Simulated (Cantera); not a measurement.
Charge: 1 mol Si, 8.3 mol HCl, 28 mol H2, equilibrated at 0.100 bar.

Cantera equilibrium calculation (NASA polynomials, part measured and part estimated; ideal gas, pure solids and liquids). Candidate condensed phases: Si; 19 gas species. The tables' values for SiCl3 are old estimates; treat these amounts as uncertain. The numbers say what is thermodynamically allowed, not how fast it happens.

x: gas mole fraction; nothing condenses.

| T (°C) | x H2 | x HCl | x SiCl4 | x SiCl2 | x SiHCl3 | x SiCl3 | x SiH2Cl2 |
|---|---|---|---|---|---|---|---|
| 477 | 0.850 | 0.122 | 0.0282 | 3.40e-11 | 8.91e-5 | 7.21e-8 | 2.06e-8 |
| 552 | 0.850 | 0.122 | 0.0281 | 2.76e-9 | 0.000242 | 9.37e-7 | 1.76e-7 |
| 627 | 0.849 | 0.122 | 0.0278 | [?] | [?] | 7.81e-6 | [?] |
| 702 | 0.849 | 0.123 | 0.0272 | 2.21e-6 | 0.00107 | 4.61e-5 | 4.44e-6 |
| 777 | 0.848 | 0.124 | 0.0262 | 2.91e-5 | 0.00186 | 0.000205 | 1.51e-5 |
| 852 | 0.846 | 0.126 | 0.0245 | 0.000254 | 0.00285 | 0.000710 | 4.09e-5 |
| 927 | 0.842 | 0.130 | [?] | [?] | 0.00371 | 0.00188 | [?] |
| 1002 | 0.833 | 0.139 | 0.0154 | 0.00532 | 0.00372 | 0.00355 | 0.000125 |

Task: Fill in the missing entries.

Result: 
- 627, x SiCl2: 1.05e-7
- 627, x SiHCl3: 0.000547
- 627, x SiH2Cl2: 1.02e-6
- 927, x SiCl4: 0.0211
- 927, x SiCl2: 0.00147
- 927, x SiH2Cl2: 8.54e-5
